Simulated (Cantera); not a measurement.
Mixture: CH3OH : O2 : N2 = 1 : 2 : 7.52 (molar parts), at 2.00 bar, adiabatic and at constant volume. Ignition delay is the time to a rise of 400 K.

Model: GRI-Mech 3.0 (53 species, 325 reactions), integrated in Cantera. GRI-Mech 3.0 was tuned for natural gas; its chemistry of methanol as a main component is partial and can be far from experiment.

Question: What does this change do: N2 7.52 to 19 parts?

Answer: 
```json
[
 {"quantity": "delay at 1100 K", "before": "33.6 ms", "after": "43.5 ms"},
 {"quantity": "delay at 1250 K", "before": "2.46 ms", "after": "3.26 ms"},
 {"quantity": "delay at 1400 K", "before": "0.338 ms", "after": "0.480 ms"},
 {"quantity": "delay at 1550 K", "before": "75.5 µs", "after": "0.119 ms"},
 {"quantity": "apparent activation energy between 1475 and 1625 K", "before": "170 kJ/mol", "after": "160 kJ/mol"}
]
```

Question: What does this change do: pressure from 2.00 bar to 21.0 bar?

Answer: 
```tsv
quantity	before	after
delay at 1100 K	33.6 ms	5.95 ms
delay at 1250 K	2.46 ms	0.412 ms
delay at 1400 K	0.338 ms	53.0 µs
delay at 1550 K	75.5 µs	11.0 µs
apparent activation energy between 1475 and 1625 K	170 kJ/mol	180 kJ/mol
```
The pressure lies above the range GRI-Mech 3.0 was tuned for (to about 10 atm).
